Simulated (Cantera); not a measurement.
A diamond (100) surface in a fixed gas of H2 with x(CH4) = 0.013, x(H) = 0.0004, x(CH3) = 0.00069, 62.3 Torr; coverages are run to steady state.

Model: the Harris–Goodwin 1993 mechanism for the reconstructed diamond (100) surface, integrated in Cantera.

θ: site fractions in the mechanism's names (c6HH fully hydrogenated, c6H* and c6*H radical sites, c6** diradical, c6HM methylated).

```
T (K)  growth (µm/h)  θ c6HH   θ c6H*  θ c6*H   θ c6**    θ c6HM
-----  -------------  ------  -------  ------  -------  --------
950       (withheld)   0.297  0.00618   0.147  0.00190     0.421
1025      (withheld)   0.360   0.0120   0.229  0.00407     0.281
1100      (withheld)   0.451   0.0220   0.348  0.00794     0.110
1175      (withheld)   0.484   0.0315   0.424   0.0116    0.0253
1250      (withheld)   0.483   0.0384   0.448   0.0138   0.00507
1325      (withheld)   0.485   0.0437   0.448   0.0152   0.00105
1400      (withheld)   0.496   0.0477   0.437   0.0159  0.000234
```

Task: Fill in the missing entries.

Result: 
- 950, growth (µm/h): 8.57
- 1025, growth (µm/h): 11.2
- 1100, growth (µm/h): 8.34
- 1175, growth (µm/h): 4.33
- 1250, growth (µm/h): 2.95
- 1325, growth (µm/h): 2.31
- 1400, growth (µm/h): 1.18
